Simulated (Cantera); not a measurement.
Feed: 1 mol V2O5, 2.9 mol H2, 0.33 mol H2O, held at 1048.15 K and 1330 Pa.

Method: chemical equilibrium by Gibbs-energy minimisation in Cantera with the NASA 1993 tables (ideal gas, pure condensed phases). Candidate condensed phases: H2O, V, VO, V2O3, V2O4, V2O5; 12 gas species. Condensed phases not in the tables: the oxides between V2O3 and V2O5 other than VO2. Rates play no part.

Base state: H2O 0.721, H2 0.279 (mole fractions); condensed: V2O3(s).

Problem. What changes in the equilibrium state with this change: V2O5 replaced by Fe2O3?

Solution. 
```json
[
 {"species": "H2", "before": "0.279", "after": "0.588"},
 {"species": "H2O", "before": "0.721", "after": "0.412"},
 {"species": "V2O3(s), mol", "before": "1.00", "after": "0"},
 {"species": "FeO(s), mol", "before": "0", "after": "2.00"}
]
```
The tables' stoichiometric FeO is somewhat more stable than real wüstite, so its field is too wide. FeO: taken at fixed stoichiometry. Further candidate phases: Fe, FeO, Fe(OH)2, Fe(OH)3, Fe2O3, Fe3O4.
